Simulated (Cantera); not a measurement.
Feed: 1 mol MgO, 0.088 mol HI, 0.076 mol N₂, held at 1052 °C and 75.0 Torr.

These are equilibrium values from Cantera (NASA tables, ideal gas, pure condensed phases), not measurements of a reactor. Candidate condensed phases: H₂O, I₂, Mg, MgI₂, MgO, Mg(OH)₂; 36 gas species. Rates play no part.

Base state: N₂ 0.412, I 0.221, HI 0.203, H₂ 0.127, I₂ 0.0167, H₂O 0.00980, MgI₂ 0.00980 (mole fractions); condensed: MgO(s).

**Question.** What changes in the equilibrium state with this change: temperature from 1052 °C to 1127 °C?

**Answer.** 
```
species       before   after
-----------  -------  ------
N₂             0.412   0.403
I              0.221   0.259
HI             0.203   0.165
H₂             0.127   0.140
I₂            0.0167  0.0108
H₂O          0.00980  0.0110
MgI₂         0.00980  0.0110
MgO(s), mol    0.998   0.998
```
